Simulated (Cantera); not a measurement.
A perfectly stirred reactor is fed with CH2O : O2 : N2 = 0.002 : 0.024 : 1 (molar parts), equivalence ratio 0.083, at 0.680 bar; it is held at 1575 K, and followed from long to short residence time.

Computed with Cantera and GRI-Mech 3.0 (53 species, 325 reactions).

**Question.** Predict: x(CH2O) at τ = 1.30 s; x(O2) at τ = 1.30 s; x(NO2) at τ = 1.30 s; x(NO) at τ = 1.30 s; x(CH2O) at τ = 43.0 ms; x(O2) at τ = 43.0 ms; x(NO2) at τ = 43.0 ms; x(NO) at τ = 43.0 ms.

**Answer.** 
```json
{
  "x(CH2O) at τ = 1.30 s": "1.94e-7",
  "x(O2) at τ = 1.30 s": "0.0214",
  "x(NO2) at τ = 1.30 s": "1.08e-8",
  "x(NO) at τ = 1.30 s": "4.11e-6",
  "x(CH2O) at τ = 43.0 ms": "1.48e-6",
  "x(O2) at τ = 43.0 ms": "0.0214",
  "x(NO2) at τ = 43.0 ms": "3.63e-9",
  "x(NO) at τ = 43.0 ms": "1.96e-6"
}
```
